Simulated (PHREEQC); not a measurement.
K2CO3 is added in steps, without added water, to 1 kg of water holding 1.3 mmol/kgw CuCl2 and 17 mmol/kgw HCl, at 20 °C. O2 is buffered at 0.21 atm. CO2 from the air is kept out. Solids allowed: Cu(OH)2, Malachite, Atacamite. Others were left out.

Base run: PHREEQC, ion-association model, wateq4f.dat. Each further column changes one thing. The table gives HCO3- (mol/kgw).

```tsv
K2CO3 added (mol)	base	CuCl2 left out	diluted 2-fold with water	CuCl2 from 0.0013 to 0.00143 mol/kgw	no solid may form
0	0	0	0	0	0
0.007375	1.75e-6	1.72e-6	0.00495	1.76e-6	1.75e-6
0.01844	0.0171	0.0170	0.00927	0.0169	0.0169
0.02581	0.0183	0.0170	0.00997	0.0185	0.0189
0.03319	0.0184	0.0171	0.0100	0.0185	0.0190
0.04056	0.0184	0.0171	0.0101	0.0186	0.0190
0.05162	0.0185	0.0172	0.0102	0.0186	0.0190
0.059	0.0185	0.0172	0.0103	0.0186	0.0191
```

The database's constant for dissolved Cu(OH)2 is higher than later reviews accept.  In at least one series the solution becomes supersaturated in solids that the run did not let form, among them Cu(OH)2, Malachite, Atacamite.
